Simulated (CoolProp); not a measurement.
Vapour-liquid equilibrium of R125 (1) + n-butane (2) at 8.05 bar; x and y are mole fractions of (1).

Computed with CoolProp (multi-fluid Helmholtz-energy mixture model, Lemmon 2005 and Bücker 2006; pair parameters Bell 2016).

```json
[
 {"x": "0.05", "bubble temperature, mixture model (K)": "325.5", "bubble temperature, Raoult's law (K)": "335.3", "y, mixture model": "0.332", "y, Raoult's law": "0.206"},
 {"x": "0.15", "bubble temperature, mixture model (K)": "304.1", "bubble temperature, Raoult's law (K)": "323.3", "y, mixture model": "0.637", "y, Raoult's law": "0.474"},
 {"x": "0.25", "bubble temperature, mixture model (K)": "294.1", "bubble temperature, Raoult's law (K)": "314.1", "y, mixture model": "0.745", "y, Raoult's law": "0.638"},
 {"x": "0.35", "bubble temperature, mixture model (K)": "289.2", "bubble temperature, Raoult's law (K)": "306.7", "y, mixture model": "0.792", "y, Raoult's law": "0.746"},
 {"x": "0.45", "bubble temperature, mixture model (K)": "286.5", "bubble temperature, Raoult's law (K)": "300.6", "y, mixture model": "0.818", "y, Raoult's law": "0.821"},
 {"x": "0.55", "bubble temperature, mixture model (K)": "284.7", "bubble temperature, Raoult's law (K)": "295.4", "y, mixture model": "0.837", "y, Raoult's law": "0.875"},
 {"x": "0.65", "bubble temperature, mixture model (K)": "283.3", "bubble temperature, Raoult's law (K)": "290.9", "y, mixture model": "0.856", "y, Raoult's law": "0.916"},
 {"x": "0.75", "bubble temperature, mixture model (K)": "281.9", "bubble temperature, Raoult's law (K)": "287.0", "y, mixture model": "0.879", "y, Raoult's law": "0.947"},
 {"x": "0.85", "bubble temperature, mixture model (K)": "280.6", "bubble temperature, Raoult's law (K)": "283.6", "y, mixture model": "0.911", "y, Raoult's law": "0.972"},
 {"x": "0.95", "bubble temperature, mixture model (K)": "279.5", "bubble temperature, Raoult's law (K)": "280.5", "y, mixture model": "0.962", "y, Raoult's law": "0.992"}
]
```

The largest gap from Raoult's law is -20.0 K in bubble temperature, at x = 0.25. No azeotrope shows between x = 0.05 and 0.95.

Pair parameters are fitted to limited data, so mixtures are less certain than the pure fluids. With so large a gap from Raoult's law the liquid may split in two, which this calculation doesn't test in full.
